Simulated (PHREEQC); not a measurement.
Make-up at 40 °C: 0.0037 mol ZnSO4, 0.00012 mol KCl, 0.016 mol H2SO4 and 0.00019 mol KOH per kg of water. Closed to the air; pH follows from the charge balance.

Equilibrium calculation in PHREEQC: ion-association model, phreeqc.dat.

```yaml
pH: 1.74
ionic_strength: 0.0360 mol/kgw
specific_conductance: 11000 µS/cm
total_alkalinity: -31.8 meq/kg
```

```csv
species,molality,activity,log γ
H+,0.0209,0.0180,-0.064
HSO4-,0.0109,0.00915,-0.078
SO4-2,0.00744,0.00369,-0.304
Zn+2,0.00246,0.00122,-0.303
ZnSO4,0.00117,0.00118,0.004
K+,0.000300,0.000249,-0.081
Cl-,0.000119,9.91e-5,-0.080
Zn(SO4)2-2,6.53e-5,3.18e-5,-0.312
KSO4-,9.84e-6,8.29e-6,-0.074
ZnCl+,7.37e-7,6.13e-7,-0.080
```

Precipitation was switched off in this run. Away from 25 °C the constants follow the database's enthalpies or fits; those with neither stay at their 25 °C values.
